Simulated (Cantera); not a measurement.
Feed: 1 mol V, 3.9 mol H2O, 1.2 mol N2, held at 1.00 bar.

Cantera equilibrium calculation (NASA polynomials, part measured and part estimated; ideal gas, pure solids and liquids). Candidate condensed phases: H2O, V, VN, VO, V2O3, V2O4, V2O5; 28 gas species. Condensed phases not in the tables: the oxides between V2O3 and V2O5 other than VO2. Equilibrium is a limit: real reactors are often held back by kinetics, nucleation or transport. All values below are at 1825 °C.

Base state: H2O 0.469, H2 0.293, N2 0.235, H 0.00167, VO2 0.000353, OH 0.000317, NO 1.10e-5 (mole fractions); condensed: V2O3(s).

Question: What changes in the equilibrium state with this change: pressure from 1.00 bar to 0.0660 bar?

Answer: 
```csv
species,before,after
H2O,0.469,0.462
H2,0.293,0.292
N2,0.235,0.233
VO2,0.000353,0.00532
H,0.00167,0.00647
VO,1.28e-6,1.95e-5
O,1.28e-6,1.93e-5
O2,8.76e-7,1.30e-5
"V2O3(s), mol",0.499,0.486
```
